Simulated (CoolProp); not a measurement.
Vapour-liquid equilibrium of ethanol (1) + cyclohexane (2) at 0.402 MPa; x and y are mole fractions of (1).

Model: multi-fluid Helmholtz-energy mixture model, Schroeder 2014 and Zhou 2014; pair parameters Bell 2016, in CoolProp.

| x | bubble temperature (K) | y at the bubble point | dew temperature at overall composition x (K) | liquid density (mol/L) |
|---|---|---|---|---|
| 0.05 | 398.4 | 0.210 | 405.7 | 8.129 |
| 0.2 | 387.1 | 0.449 | 398.9 | 8.806 |
| 0.35 | 384.3 | 0.522 | 391.7 | 9.522 |
| 0.5 | 383.5 | 0.561 | 385.0 | 10.40 |
| 0.65 | 383.5 | 0.605 | 384.0 | 11.49 |
| 0.8 | 384.7 | 0.694 | 386.9 | 12.83 |
| 0.95 | 388.9 | 0.893 | 390.1 | 14.45 |

y crosses x between x = 0.5 and 0.65: the model has an azeotrope there.

Pair parameters are fitted to limited data, so mixtures are less certain than the pure fluids.
